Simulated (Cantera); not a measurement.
An isothermal, constant-pressure homogeneous reactor starts with H2 : O2 : N2 = 0.12 : 1 : 2.8 (molar parts), at 1450 K and 1330 Pa. Integrator tolerance rtol = 1e-08.

Cantera simulation using the H2/O2 subset of GRI-Mech 3.0, which has no nitrogen chemistry; the numbers are that mechanism's predictions, not measurements. Radical loss at walls, strong at low pressure, is not modelled.

Q: What does this change do: 0.31 parts H2O added?

A: 
| quantity | before | after |
|---|---|---|
| x(H2) at 2.00 s | 2.59e-5 (gas-phase equilibrium 5.20e-7) | 2.16e-5 (gas-phase equilibrium 1.79e-6) |
| x(O2) at 2.00 s | 0.243 (gas-phase equilibrium 0.243) | 0.225 (gas-phase equilibrium 0.225) |
| x(O) at 2.00 s | 0.000433 (gas-phase equilibrium 8.64e-6) | 0.000100 (gas-phase equilibrium 8.31e-6) |
| x(HO2) at 2.00 s | 9.31e-8 (gas-phase equilibrium 2.84e-8) | 6.62e-8 (gas-phase equilibrium 4.88e-8) |
| x(OH) at 2.00 s | 0.000600 (gas-phase equilibrium 8.51e-5) | 0.000528 (gas-phase equilibrium 0.000152) |
